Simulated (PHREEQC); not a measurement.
Dissolve 0.014 mol FeCl3, 0.11 mol CaCl2, 0.00079 mol HCl and 0.004 mol NaCl per kg of water at 35 °C and 100 atm. Closed to the air; pH follows from the charge balance.

All values are PHREEQC results (ion-association model, phreeqc.dat), not measurements.

Each row changes one thing in this solution. No solid was allowed to form.

```json
[
 {"case": "as made", "pH": "2.37", "ionic strength (mol/kgw)": "0.389", "Cl- (mol/kgw)": "0.258", "FeCl+2 (mol/kgw)": "0.00624", "FeOH+2 (mol/kgw)": "0.00237", "Fe+3 (mol/kgw)": "0.00198", "SI of Goethite (FeOOH)": "+4.77", "SI of Halite (NaCl)": "-4.90"},
 {"case": "HCl from 0.00079 to 0.000395 mol/kgw", "pH": "2.39", "ionic strength (mol/kgw)": "0.389", "Cl- (mol/kgw)": "0.258", "FeCl+2 (mol/kgw)": "0.00613", "FeOH+2 (mol/kgw)": "0.00243", "Fe+3 (mol/kgw)": "0.00195", "SI of Goethite (FeOOH)": "+4.81", "SI of Halite (NaCl)": "-4.90"},
 {"case": "temperature from 35 to 85 °C", "pH": "2.20", "ionic strength (mol/kgw)": "0.388", "Cl- (mol/kgw)": "0.260", "FeCl+2 (mol/kgw)": "0.00602", "FeOH+2 (mol/kgw)": "0.00474", "Fe+3 (mol/kgw)": "0.000602", "SI of Goethite (FeOOH)": "+5.06", "SI of Halite (NaCl)": "-4.96"},
 {"case": "diluted 100-fold with water", "pH": "3.65", "ionic strength (mol/kgw)": "0.00382", "Cl- (mol/kgw)": "0.00267", "FeCl+2 (mol/kgw)": "9.61e-8", "FeOH+2 (mol/kgw)": "4.81e-5", "Fe+3 (mol/kgw)": "1.17e-6", "SI of Goethite (FeOOH)": "+6.15", "SI of Halite (NaCl)": "-8.62"},
 {"case": "HCl from 0.00079 to 0.00119 mol/kgw", "pH": "2.36", "ionic strength (mol/kgw)": "0.389", "Cl- (mol/kgw)": "0.258", "FeCl+2 (mol/kgw)": "0.00634", "FeOH+2 (mol/kgw)": "0.00232", "Fe+3 (mol/kgw)": "0.00201", "SI of Goethite (FeOOH)": "+4.72", "SI of Halite (NaCl)": "-4.90"}
]
```

Some of these states are supersaturated (in Hematite (slow to form), Goethite (slow to form), for instance). Under pressure, the constants of complexes without a molar volume in the database are unreliable. Constants without temperature data keep their 25 °C values here.
